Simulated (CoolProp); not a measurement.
Properties of normal hydrogen along the isobar 1.5 MPa (Tc = 33.1 K, pc = 1.296 MPa, ω = -0.219).

Computed with CoolProp (reference Helmholtz-energy equation of state, Leachman 2009).

```json
[
 {"T (K)": "32.1", "phase": "liquid", "density (kg/m³)": "52.15", "viscosity (µPa s)": "5.98", "Prandtl number": "1.73", "fugacity coefficient": "0.5481"},
 {"T (K)": "73.7", "phase": "supercritical", "density (kg/m³)": "5.076", "viscosity (µPa s)": "3.41", "Prandtl number": "0.684", "fugacity coefficient": "0.9713"},
 {"T (K)": "115.3", "phase": "supercritical", "density (kg/m³)": "3.142", "viscosity (µPa s)": "4.64", "Prandtl number": "0.680", "fugacity coefficient": "1.003"},
 {"T (K)": "157", "phase": "supercritical", "density (kg/m³)": "2.295", "viscosity (µPa s)": "5.74", "Prandtl number": "0.683", "fugacity coefficient": "1.009"},
 {"T (K)": "198.6", "phase": "supercritical", "density (kg/m³)": "1.813", "viscosity (µPa s)": "6.74", "Prandtl number": "0.682", "fugacity coefficient": "1.010"},
 {"T (K)": "240.3", "phase": "supercritical", "density (kg/m³)": "1.499", "viscosity (µPa s)": "7.68", "Prandtl number": "0.682", "fugacity coefficient": "1.010"},
 {"T (K)": "281.9", "phase": "supercritical", "density (kg/m³)": "1.278", "viscosity (µPa s)": "8.57", "Prandtl number": "0.681", "fugacity coefficient": "1.009"},
 {"T (K)": "323.6", "phase": "supercritical", "density (kg/m³)": "1.115", "viscosity (µPa s)": "9.43", "Prandtl number": "0.681", "fugacity coefficient": "1.008"}
]
```

Viscosity comes from a separate model (Muzny 2013). Thermal conductivity comes from a separate model (Assael 2011).
